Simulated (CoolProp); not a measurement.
Vapour-liquid equilibrium of CH2F2 (R32) (1) + R143a (2) at 283.8 K; x and y are mole fractions of (1).

The numbers come from the multi-fluid Helmholtz-energy mixture model, Tillner-Roth 1997 and Lemmon and Jacobsen 2000; pair parameters Bell 2016 in CoolProp.

```
x     bubble pressure (kPa)  y at the bubble point  dew pressure at overall composition x (kPa)  liquid density (mol/L)
----  ---------------------  ---------------------  -------------------------------------------  ----------------------
0.05                  880.3                  0.073                                        871.3                   11.98
0.15                  932.2                  0.204                                        910.7                   12.48
0.25                  977.8                  0.317                                        950.8                   13.02
0.35                   1017                  0.419                                        990.7                   13.63
0.45                   1051                  0.512                                         1029                   14.29
0.55                   1079                  0.600                                         1064                   15.03
0.65                   1101                  0.685                                         1093                   15.85
0.75                   1118                  0.769                                         1115                   16.76
0.85                   1128                  0.856                                         1127                   17.78
0.95                   1130                  0.950                                         1130                   18.93
```

y crosses x between x = 0.85 and 0.95: the model has an azeotrope there.

Pair parameters are fitted to limited data, so mixtures are less certain than the pure fluids.
